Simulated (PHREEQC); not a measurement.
A column of 0.1 m (40 cells, dispersivity 0.0035 m, 60 s a shift, diffusion coefficient 3e-10 m²/s) holds 0.016 eq of the database's cation exchanger X per kg of pore water, first in equilibrium with 0.028 mol CaCl2, 0.00076 mol MnCl2 and 1e-05 mol HCl per kg of water. It is flushed with 18 mmol/kgw KCl, 5.9 mmol/kgw MgCl2, 0.82 mmol/kgw NH4Cl and 0.01 mmol/kgw HCl, at 40 °C. Values are for the last cell. The system is closed to CO2. Precipitation was switched off in this run.

Equilibrium calculation in PHREEQC: ion-association model, phreeqc.dat.

Predict K in solution (mol/kgw), Mg in solution (mol/kgw), NH4 in solution (mol/kgw) at pore volumes = 0.8875, 1.887, 3.263, 4.013.


| pore volumes | K in solution (mol/kgw) | Mg in solution (mol/kgw) | NH4 in solution (mol/kgw) |
|---|---|---|---|
| 0.8875 | 0.00270 | 0.000560 | 0.000145 |
| 1.887 | 0.0157 | 0.00348 | 0.000740 |
| 3.263 | 0.0179 | 0.00560 | 0.000816 |
| 4.013 | 0.0180 | 0.00584 | 0.000819 |

At this temperature some constants are extrapolated from 25 °C, and those without enthalpy data are left unchanged.
